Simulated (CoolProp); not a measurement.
Properties of CHF3 (R23) at several states.

Computed with CoolProp (reference Helmholtz-energy equation of state, Penoncello 2003).

```
T (°C)   p (MPa)   phase  density (kg/m³)  viscosity (µPa s)  Prandtl number  fugacity coefficient
-------  -------  ------  ---------------  -----------------  --------------  --------------------
-125.45     0.69  liquid             1603                750            4.73              0.005008
80.75     0.0101     gas           0.2404               17.5           0.860                0.9996
148.75    0.0258     gas           0.5152               20.5           0.914                0.9995
131.85    0.0183     gas           0.3807               19.7           0.902                0.9995
```

Viscosity comes from a separate model (Shan 2000). Thermal conductivity comes from a separate model (Shan 2000).
